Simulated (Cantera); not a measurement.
Input (Python, Cantera):

```python
import numpy as np
import cantera as ct

gas = ct.Solution("h2o2.yaml")
gas.TPX = 475, 170000, {'H2': 1, 'O2': 0.588, 'N2': 2.21}
flame = ct.FreeFlame(gas, width=0.028)
flame.set_refine_criteria(ratio=3, slope=0.08, curve=0.16)
flame.transport_model = "mixture-averaged"
flame.solve(loglevel=0, auto=True)
z, T = flame.grid, flame.T
thick = (T[-1] - T[0]) / np.gradient(T, z).max()
show = ['H2', 'O2', 'H', 'HO2', 'H2O2', 'O']
print(f"laminar burning velocity  {flame.velocity[0] * 100:.3f} cm/s")
print(f"burnt temperature         {T[-1]:.1f} K")
print(f"thermal thickness         {thick * 1e3:.4f} mm")
print(f"grid points               {len(z)}")
z0 = z[flame.heat_release_rate.argmax()]
print(f"{'z/mm':>9s}{'T/K':>9s}{'u/(m/s)':>9s}" + "".join(f"{s:>11s}" for s in show))
rows = []
for k in (-3, -2, -1.5, -1, -0.5, -0.25, 0, 0.25, 0.5, 1, 2, 4, 8):
    zz = z0 + k * thick
    rows.append([k * thick, np.interp(zz, z, T), np.interp(zz, z, flame.velocity),
                 *(np.interp(zz, z, flame.X[gas.species_index(s)]) for s in show)])
    print(f"{rows[-1][0] * 1e3:9.3f}{rows[-1][1]:9.1f}{rows[-1][2]:9.3f}" + "".join(f"{x:11.3e}" for x in rows[-1][3:]))
```

It prints:

```
laminar burning velocity  407.100 cm/s
burnt temperature         2352.2 K
thermal thickness         0.2082 mm
grid points               107
     z/mm      T/K  u/(m/s)         H2         O2          H        HO2       H2O2          O
   -0.625    475.0    4.071  2.633e-01  1.548e-01  3.439e-15  9.824e-12  3.119e-13  6.111e-13
   -0.416    475.0    4.071  2.633e-01  1.548e-01  2.835e-13  9.251e-10  3.226e-11  4.965e-11
   -0.312    475.0    4.071  2.632e-01  1.548e-01  3.395e-12  1.302e-08  4.687e-10  5.857e-10
   -0.208    475.2    4.069  2.625e-01  1.550e-01  1.646e-10  4.586e-07  1.719e-08  1.416e-08
   -0.104    503.0    4.245  2.502e-01  1.569e-01  1.976e-05  2.432e-04  1.248e-05  4.372e-06
   -0.052    777.4    6.335  2.058e-01  1.514e-01  2.887e-03  3.997e-04  5.951e-05  2.738e-04
    0.000   1230.9    9.725  1.225e-01  1.158e-01  1.863e-02  1.685e-04  1.461e-05  3.890e-03
    0.052   1547.4   12.099  5.572e-02  6.762e-02  3.082e-02  8.154e-05  4.727e-06  9.409e-03
    0.104   1715.0   13.334  3.383e-02  4.769e-02  2.949e-02  4.902e-05  2.606e-06  1.099e-02
    0.208   1884.8   14.530  2.648e-02  3.955e-02  2.103e-02  3.103e-05  1.349e-06  9.561e-03
    0.416   2042.3   15.591  2.151e-02  3.545e-02  1.243e-02  1.937e-05  7.768e-07  6.796e-03
    0.833   2173.6   16.446  1.542e-02  3.215e-02  6.272e-03  1.135e-05  5.166e-07  4.244e-03
    1.666   2267.4   17.037  9.740e-03  2.990e-02  2.770e-03  6.840e-06  3.860e-07  2.415e-03
```

Model: the H2/O2 subset of GRI-Mech 3.0, which has no nitrogen chemistry, integrated in Cantera. Burning velocities carry a grid error of a few per cent, more on coarse grids.
